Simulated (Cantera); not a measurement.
An adiabatic, constant-volume homogeneous reactor starts with CH4 : C2H6 : C3H8 : O2 : N2 = 1 : 0.18 : 1.3 : 21.2 : 79.8 (molar parts), equivalence ratio 0.43, at 1400 K and 0.987 atm. Integrator tolerance rtol = 1e-08.

Detailed kinetics in Cantera: GRI-Mech 3.0 (53 species, 325 reactions). GRI-Mech 3.0 was tuned for natural gas; its chemistry of propane as a main component is partial and can be far from experiment.

Question: What does this change do: constant pressure in place of constant volume?

Answer: 
| quantity | before | after |
|---|---|---|
| time of steepest temperature rise | 0.200 ms | 0.215 ms |
| temperature at 0.800 s | 2449 K | 2267 K |
| equilibrium temperature | 2449 K | 2267 K |
| x(CH4) at 0.800 s | <1e-12 (gas-phase equilibrium <1e-12) | <1e-12 (gas-phase equilibrium <1e-12) |
| x(C2H6) at 0.800 s | <1e-12 (gas-phase equilibrium <1e-12) | <1e-12 (gas-phase equilibrium <1e-12) |
| x(C3H8) at 0.800 s | <1e-12 (gas-phase equilibrium <1e-12) | <1e-12 (gas-phase equilibrium <1e-12) |
| x(CH3) at 0.800 s | <1e-12 (gas-phase equilibrium <1e-12) | <1e-12 (gas-phase equilibrium <1e-12) |
| x(H2O) at 0.800 s | 0.0687 (gas-phase equilibrium 0.0687) | 0.0708 (gas-phase equilibrium 0.0708) |
| x(CH2) at 0.800 s | <1e-12 (gas-phase equilibrium <1e-12) | <1e-12 (gas-phase equilibrium <1e-12) |
| x(O2) at 0.800 s | 0.106 (gas-phase equilibrium 0.106) | 0.109 (gas-phase equilibrium 0.109) |

Question: What does this change do: initial temperature 1400 to 1175 K?

Answer: 
| quantity | before | after |
|---|---|---|
| time of steepest temperature rise | 0.200 ms | 6.65 ms |
| temperature at 0.800 s | 2449 K | 2302 K |
| equilibrium temperature | 2449 K | 2302 K |
| x(CH4) at 0.800 s | <1e-12 (gas-phase equilibrium <1e-12) | <1e-12 (gas-phase equilibrium <1e-12) |
| x(C2H6) at 0.800 s | <1e-12 (gas-phase equilibrium <1e-12) | <1e-12 (gas-phase equilibrium <1e-12) |
| x(C3H8) at 0.800 s | <1e-12 (gas-phase equilibrium <1e-12) | <1e-12 (gas-phase equilibrium <1e-12) |
| x(CH3) at 0.800 s | <1e-12 (gas-phase equilibrium <1e-12) | <1e-12 (gas-phase equilibrium <1e-12) |
| x(H2O) at 0.800 s | 0.0687 (gas-phase equilibrium 0.0687) | 0.0710 (gas-phase equilibrium 0.0710) |
| x(CH2) at 0.800 s | <1e-12 (gas-phase equilibrium <1e-12) | <1e-12 (gas-phase equilibrium <1e-12) |
| x(O2) at 0.800 s | 0.106 (gas-phase equilibrium 0.106) | 0.108 (gas-phase equilibrium 0.108) |
